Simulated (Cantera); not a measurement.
A perfectly stirred reactor is fed with CH4 : H2 = 1 : 2 (molar parts), at 330 Torr; it is held at 1725 K, and followed from long to short residence time.

Cantera simulation using GRI-Mech 3.0 (53 species, 325 reactions); the numbers are that mechanism's predictions, not measurements. GRI-Mech 3.0 stops at C3 and has no aromatics, soot or wall deposition, so with more carbon than oxygen in the feed, carbon stays in small species such as C2H2 where larger ones or solid carbon would form.

One state of this run: x CH4 = 0.128; x H2 = 0.794; x CH3 = 0.000672; x C2H4 = 0.00185; x C2H6 = 6.42e-5; x C2H2 = 0.0751. x: mole fraction; the columns are a selection and need not sum to one.

Question: Which value of τ (s) does it belong to?
A. 0.61
B. 0.29
C. 0.0030
D. 0.063

Answer: D, 0.063
